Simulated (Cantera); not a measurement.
Charge: 1 mol SiH₂Cl₂, 1.4 mol NH₃, 27 mol H₂, 66 mol N₂, equilibrated at 1000 °C and 2.10 Torr.

These are equilibrium values from Cantera (NASA tables, ideal gas, pure condensed phases), not measurements of a reactor. Candidate condensed phases: NH₄Cl, Si, Si₃N₄; 28 gas species. Kinetics and transport are ignored.

Base state: N₂ 0.680, H₂ 0.300, HCl 0.0206 (mole fractions); condensed: Si₃N₄(s).

What changes in the equilibrium state with this change: SiH₂Cl₂ replaced by SiH₄?


```json
[
 {"species": "N₂", "before": "0.680", "after": "0.680"},
 {"species": "H₂", "before": "0.300", "after": "0.320"},
 {"species": "HCl", "before": "0.0206", "after": "0"},
 {"species": "Si₃N₄(s), mol", "before": "0.333", "after": "0.333"}
]
```

What changes in the equilibrium state with this change: temperature from 1000 °C to 1652 °C?


```json
[
 {"species": "N₂", "before": "0.680", "after": "0.674"},
 {"species": "H₂", "before": "0.300", "after": "0.292"},
 {"species": "HCl", "before": "0.0206", "after": "0.0152"},
 {"species": "H", "before": "7.39e-6", "after": "0.00976"},
 {"species": "Si", "before": "<1e-9", "after": "0.00621"},
 {"species": "SiCl", "before": "<1e-9", "after": "0.000402"},
 {"species": "SiH", "before": "<1e-9", "after": "0.000145"},
 {"species": "Si₂N", "before": "<1e-9", "after": "0.000119"},
 {"species": "Si₃N₄(s), mol", "before": "0.333", "after": "0"},
 {"species": "Si(l), mol", "before": "0", "after": "0.0760"}
]
```
The tables' values for SiCl, SiN are old estimates; treat these amounts as uncertain. Gases not in the tables: Si₂H₆ and higher silanes.
